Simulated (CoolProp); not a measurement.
Vapour-liquid equilibrium of R143a (1) + isobutane (2) at 219.9 K; x and y are mole fractions of (1).

Values from CoolProp's multi-fluid Helmholtz-energy mixture model, Lemmon and Jacobsen 2000 and Bücker 2006; pair parameters Bell 2016.

```
x     bubble pressure (kPa)  y at the bubble point  dew pressure at overall composition x (kPa)  liquid density (mol/L)
----  ---------------------  ---------------------  -------------------------------------------  ----------------------
0.05                  31.25                  0.569                                        14.66                   11.07
0.2                   57.30                  0.785                                        17.33                   11.39
0.35                  65.59                  0.823                                        21.18                   11.74
0.5                   68.56                  0.837                                        27.19                   12.15
0.65                  70.68                  0.852                                        37.84                   12.62
0.8                   73.22                  0.882                                        60.51                   13.17
0.95                  75.43                  0.955                                        75.37                   13.83
```

No azeotrope shows between x = 0.05 and 0.95.

Pair parameters are fitted to limited data, so mixtures are less certain than the pure fluids. With so large a gap from Raoult's law the liquid may split in two, which this calculation doesn't test in full.
